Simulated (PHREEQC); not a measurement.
A column of 0.1 m (40 cells, dispersivity 0.0035 m, 720 s a shift, diffusion coefficient 3e-10 m²/s) holds 0.014 eq of the database's cation exchanger X per kg of pore water, first in equilibrium with 0.02 mol/kgw MgSO4, 0.0015 mol/kgw LiCl and 1e-05 mol/kgw HCl. It is flushed with 11 mmol/kgw CaCl2, 0.75 mmol/kgw LiCl and 0.01 mmol/kgw HCl, at 40 °C. Values are for the last cell. No CO2 enters from the air. No solid was allowed to form.

The numbers come from PHREEQC with the ion-association model, phreeqc.dat.

```json
[
 {"pore volumes": "0", "Ca in solution (mol/kgw)": "0", "S in solution (mol/kgw)": "0.0200", "Mg in solution (mol/kgw)": "0.0200", "Cl in solution (mol/kgw)": "0.00151", "Li in solution (mol/kgw)": "0.00150"},
 {"pore volumes": "0.3875", "Ca in solution (mol/kgw)": "1.17e-10", "S in solution (mol/kgw)": "0.0200", "Mg in solution (mol/kgw)": "0.0200", "Cl in solution (mol/kgw)": "0.00151", "Li in solution (mol/kgw)": "0.00150"},
 {"pore volumes": "0.7625", "Ca in solution (mol/kgw)": "2.42e-5", "S in solution (mol/kgw)": "0.0163", "Mg in solution (mol/kgw)": "0.0183", "Cl in solution (mol/kgw)": "0.00547", "Li in solution (mol/kgw)": "0.00139"},
 {"pore volumes": "1.262", "Ca in solution (mol/kgw)": "0.00167", "S in solution (mol/kgw)": "0.00312", "Mg in solution (mol/kgw)": "0.0107", "Cl in solution (mol/kgw)": "0.0194", "Li in solution (mol/kgw)": "0.000914"},
 {"pore volumes": "1.637", "Ca in solution (mol/kgw)": "0.00598", "S in solution (mol/kgw)": "0.000452", "Mg in solution (mol/kgw)": "0.00522", "Cl in solution (mol/kgw)": "0.0223", "Li in solution (mol/kgw)": "0.000783"},
 {"pore volumes": "2.013", "Ca in solution (mol/kgw)": "0.00935", "S in solution (mol/kgw)": "4.96e-5", "Mg in solution (mol/kgw)": "0.00167", "Cl in solution (mol/kgw)": "0.0227", "Li in solution (mol/kgw)": "0.000756"},
 {"pore volumes": "2.388", "Ca in solution (mol/kgw)": "0.0106", "S in solution (mol/kgw)": "4.68e-6", "Mg in solution (mol/kgw)": "0.000421", "Cl in solution (mol/kgw)": "0.0228", "Li in solution (mol/kgw)": "0.000751"},
 {"pore volumes": "2.763", "Ca in solution (mol/kgw)": "0.0109", "S in solution (mol/kgw)": "4.04e-7", "Mg in solution (mol/kgw)": "9.51e-5", "Cl in solution (mol/kgw)": "0.0228", "Li in solution (mol/kgw)": "0.000750"},
 {"pore volumes": "3.263", "Ca in solution (mol/kgw)": "0.0110", "S in solution (mol/kgw)": "1.43e-8", "Mg in solution (mol/kgw)": "1.19e-5", "Cl in solution (mol/kgw)": "0.0228", "Li in solution (mol/kgw)": "0.000750"},
 {"pore volumes": "3.638", "Ca in solution (mol/kgw)": "0.0110", "S in solution (mol/kgw)": "1.12e-9", "Mg in solution (mol/kgw)": "2.40e-6", "Cl in solution (mol/kgw)": "0.0228", "Li in solution (mol/kgw)": "0.000750"},
 {"pore volumes": "4.013", "Ca in solution (mol/kgw)": "0.0110", "S in solution (mol/kgw)": "8.62e-11", "Mg in solution (mol/kgw)": "4.71e-7", "Cl in solution (mol/kgw)": "0.0228", "Li in solution (mol/kgw)": "0.000750"}
]
```

Species that the database lacks are ignored. Constants without temperature data keep their 25 °C values here.
